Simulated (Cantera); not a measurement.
Mixture: 12.0 % CH₄, 18.5 % O₂, 69.5 % N₂, at 1.00 bar, adiabatic and at constant volume. Ignition delay is the time to a rise of 400 K.

Computed with Cantera and GRI-Mech 3.0 (53 species, 325 reactions).

Task: Predict: delay at 1200 K; delay at 1250 K; delay at 1300 K; delay at 1350 K; delay at 1400 K; delay at 1450 K; delay at 1500 K; apparent activation energy between 1400 and 1500 K.

Result: 
```json
{
 "delay at 1200 K": "50.0 ms",
 "delay at 1250 K": "24.8 ms",
 "delay at 1300 K": "12.7 ms",
 "delay at 1350 K": "6.73 ms",
 "delay at 1400 K": "3.68 ms",
 "delay at 1450 K": "2.09 ms",
 "delay at 1500 K": "1.22 ms",
 "apparent activation energy between 1400 and 1500 K": "190 kJ/mol"
}
```
